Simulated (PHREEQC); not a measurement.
**Copper plating or etch bath: speciation**

Solution (25 °C): 0.005 mol Cu(NO3)2, 8.7e-05 mol H2SO4 and 3.8e-05 mol H3BO3 per kg of water. Closed to the air; pH follows from the charge balance.

Model: ion-association model, phreeqc.dat, run in PHREEQC.

Each row changes one thing in this solution. No solid was allowed to form.

```json
[
 {"case": "as made", "pH": "3.81", "SO4-2 (mol/kgw)": "6.20e-5", "CuSO4 (mol/kgw)": "2.43e-5", "HSO4- (mol/kgw)": "6.57e-7", "CuOH+ (mol/kgw)": "2.26e-7", "Cu2(OH)2+2 (mol/kgw)": "2.87e-8"},
 {"case": "Cu(NO3)2 from 0.005 to 0.05 mol/kgw", "pH": "3.84", "SO4-2 (mol/kgw)": "4.06e-5", "CuSO4 (mol/kgw)": "4.62e-5", "HSO4- (mol/kgw)": "2.44e-7", "CuOH+ (mol/kgw)": "1.65e-6", "Cu2(OH)2+2 (mol/kgw)": "1.97e-6"},
 {"case": "diluted 5-fold with water", "pH": "4.48", "SO4-2 (mol/kgw)": "1.54e-5", "CuSO4 (mol/kgw)": "1.96e-6", "HSO4- (mol/kgw)": "4.16e-8", "CuOH+ (mol/kgw)": "2.53e-7", "Cu2(OH)2+2 (mol/kgw)": "3.15e-8"},
 {"case": "H3BO3 left out", "pH": "3.81", "SO4-2 (mol/kgw)": "6.20e-5", "CuSO4 (mol/kgw)": "2.43e-5", "HSO4- (mol/kgw)": "6.57e-7", "CuOH+ (mol/kgw)": "2.26e-7", "Cu2(OH)2+2 (mol/kgw)": "2.87e-8"},
 {"case": "H3BO3 from 3.8e-05 to 5.7e-05 mol/kgw", "pH": "3.81", "SO4-2 (mol/kgw)": "6.20e-5", "CuSO4 (mol/kgw)": "2.43e-5", "HSO4- (mol/kgw)": "6.57e-7", "CuOH+ (mol/kgw)": "2.26e-7", "Cu2(OH)2+2 (mol/kgw)": "2.87e-8"},
 {"case": "temperature from 25 to 35 °C", "pH": "3.81", "SO4-2 (mol/kgw)": "6.10e-5", "CuSO4 (mol/kgw)": "2.52e-5", "HSO4- (mol/kgw)": "8.05e-7", "CuOH+ (mol/kgw)": "2.26e-7", "Cu2(OH)2+2 (mol/kgw)": "7.47e-8"},
 {"case": "Cu(NO3)2 from 0.005 to 0.001 mol/kgw", "pH": "3.79", "SO4-2 (mol/kgw)": "7.65e-5", "CuSO4 (mol/kgw)": "9.52e-6", "HSO4- (mol/kgw)": "1.01e-6", "CuOH+ (mol/kgw)": "5.07e-8", "Cu2(OH)2+2 (mol/kgw)": "1.27e-9"}
]
```

Complexes and solids missing from the database can't appear.
